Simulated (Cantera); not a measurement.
Source: NASA polynomial tables (part measured, part estimated), evaluated in Cantera. Values are per mole of reaction as written; species without (g) are pure solids or liquids, kept so even where they would boil at 1 bar. TaC: taken at fixed stoichiometry.

3 TaO₂(g) + C₆H₆(g) + 3 Ta → 3 H₂O₂(g) + 6 TaC, with ΔH° = -753.8 kJ and ΔS° = -276.2 J/K at 300 K.

How far is the shortcut ΔG° ≈ ΔH°(300 K) − T·ΔS°(300 K) from the full temperature-dependent value at 698, 898, 1098, 1298, 1498, 1698, 1898, 2098, 2298, 2498 K?


```tsv
T (K)	shortcut (kJ)	full (kJ)	difference (kJ)	difference in log10 K
698	-561.0	-571.3	10.3	-0.77
898	-505.8	-525.5	19.7	-1.15
1098	-450.5	-481.2	30.7	-1.46
1298	-395.3	-438.1	42.8	-1.72
1498	-340.1	-396.1	56.0	-1.95
1698	-284.8	-355.1	70.3	-2.16
1898	-229.6	-315.2	85.6	-2.36
2098	-174.4	-276.3	101.9	-2.54
2298	-119.1	-238.4	119.3	-2.71
2498	-63.9	-201.6	137.7	-2.88
```
The shortcut ignores the heat-capacity change of the reaction.
